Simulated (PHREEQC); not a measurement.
## Hard or scaling water (model solution)

Make-up at 20 °C: 0.013 mol/kgw CaCl2, 0.017 mol/kgw CO2 and 0.26 mol/kgw MgSO4. Closed to the air; pH follows from the charge balance.

The numbers come from PHREEQC with the ion-association model, phreeqc.dat.

```
Property                      Value
--------------------  -------------
pH                             4.21
ionic strength        0.473 mol/kgw
activity of water             0.993
specific conductance    15200 µS/cm
density                 1.030 g/cm³
```

| species | molality | activity | log γ |
|---|---|---|---|
| MgSO4 | 0.145 | 0.162 | 0.047 |
| Mg+2 | 0.115 | 0.0342 | -0.527 |
| SO4-2 | 0.108 | 0.0230 | -0.673 |
| Cl- | 0.0260 | 0.0170 | -0.183 |
| CO2 | 0.0167 | 0.0187 | 0.047 |
| Ca+2 | 0.00671 | 0.00178 | -0.576 |

Precipitation was switched off in this run. The solution is supersaturated, for example in Gypsum, so a real one may precipitate; this is no full list. Complexes and solids missing from the database can't appear.
